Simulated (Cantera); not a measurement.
Feed: 1 mol BN, 2.6 mol NF3, 5.8 mol N2, at 923 K and 0.320 bar.

Equilibrium computed with Cantera from the NASA thermochemical tables; the gas is ideal and each condensed phase is pure. Candidate condensed phases: B, BN; 13 gas species. Kinetics and transport are ignored.

Base state: N2 0.685, F2 0.165, BF3 0.0919, F 0.0309, NF3 0.0266 (mole fractions); condensed: gas only.

Task: What changes in the equilibrium state with this change: temperature from 923 K to 1223.15 K?

Result: 
```
species  before    after
-------  ------  -------
N2        0.685    0.601
F        0.0309    0.260
BF3      0.0919   0.0791
F2        0.165   0.0597
NF3      0.0266  8.86e-5
```
